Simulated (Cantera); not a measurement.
Input (Python, Cantera):

```python
import numpy as np
import cantera as ct

gas = ct.Solution("gri30.yaml")
gas.TPX = 1373, 500000, {'CO': 0.011, 'O2': 0.0048, 'H2O': 0.0029, 'N2': 1}
reactor = ct.IdealGasConstPressureReactor(gas, energy="off", clone=False)
net = ct.ReactorNet([reactor])
net.rtol, net.atol = 1e-08, 1e-18
show = ['CO', 'O2', 'H2O', 'H2', 'NO', 'H']
times = np.geomspace(0.0002, 40, 14)

steps = ct.SolutionArray(gas, extra=["t"])
rows = []
print(f"{'t/s':>10s}{'T/K':>9s}{'P/Pa':>11s}" + "".join(f"{s:>11s}" for s in show))
for t in times:
    while net.time < t:
        t_next = net.step()
        steps.append(gas.state, t=t_next)
    rows.append([np.interp(t, steps.t, y) for y in (steps.T, steps.P, *steps(*show).X.T)])
    print(f"{t:10.3e}{rows[-1][0]:9.1f}{rows[-1][1]:11.4g}" + "".join(f"{x:11.3e}" for x in rows[-1][2:]))
rate = np.gradient(steps.T, steps.t)
print("integrator steps:", len(steps.t))
if steps.T.max() > steps.T[0] + 200:
    print(f"time of steepest temperature rise: {steps.t[rate.argmax()]:.4e} s")
gas.TPX = 1373, 500000, {'CO': 0.011, 'O2': 0.0048, 'H2O': 0.0029, 'N2': 1}
gas.equilibrate("TP")
print(f"equilibrium (TP): T = {gas.T:.1f} K  " + "  ".join(f"{s} {gas[s].X[0]:.3e}" for s in show))
```

It prints:

```
       t/s      T/K       P/Pa         CO         O2        H2O         H2         NO          H
 2.000e-04   1373.0      5e+05  1.080e-02  4.712e-03  2.847e-03  9.035e-09  4.539e-14  2.297e-08
 5.114e-04   1373.0      5e+05  1.077e-02  4.692e-03  2.842e-03  1.656e-06  3.626e-11  2.849e-06
 1.308e-03   1373.0      5e+05  6.400e-03  2.503e-03  2.632e-03  1.142e-04  6.160e-07  1.469e-04
 3.345e-03   1373.0      5e+05  2.139e-03  4.363e-04  2.677e-03  1.233e-04  1.699e-06  8.367e-05
 8.553e-03   1373.0      5e+05  1.294e-03  3.450e-05  2.690e-03  1.495e-04  1.948e-06  3.093e-05
 2.187e-02   1373.0      5e+05  1.222e-03  2.431e-06  2.693e-03  1.628e-04  1.960e-06  7.409e-06
 5.593e-02   1373.0      5e+05  1.218e-03  3.007e-07  2.694e-03  1.650e-04  1.942e-06  1.897e-06
 1.430e-01   1373.0      5e+05  1.217e-03  5.827e-08  2.694e-03  1.654e-04  1.917e-06  5.744e-07
 3.658e-01   1373.0      5e+05  1.217e-03  1.433e-08  2.695e-03  1.654e-04  1.891e-06  1.987e-07
 9.353e-01   1373.0      5e+05  1.217e-03  3.806e-09  2.695e-03  1.654e-04  1.865e-06  7.735e-08
 2.392e+00   1373.0      5e+05  1.217e-03  8.905e-10  2.695e-03  1.654e-04  1.835e-06  3.730e-08
 6.117e+00   1373.0      5e+05  1.217e-03  1.035e-10  2.695e-03  1.654e-04  1.787e-06  2.735e-08
 1.564e+01   1373.0      5e+05  1.217e-03  1.037e-11  2.695e-03  1.654e-04  1.687e-06  2.596e-08
 4.000e+01   1373.0      5e+05  1.217e-03  8.548e-12  2.695e-03  1.653e-04  1.482e-06  2.453e-08
integrator steps: 1986
equilibrium (TP): T = 1373.0 K  CO 1.216e-03  O2 4.736e-12  H2O 2.695e-03  H2 1.652e-04  NO 3.315e-09  H 1.927e-08
```

Cantera simulation using GRI-Mech 3.0 (53 species, 325 reactions); the numbers are that mechanism's predictions, not measurements.
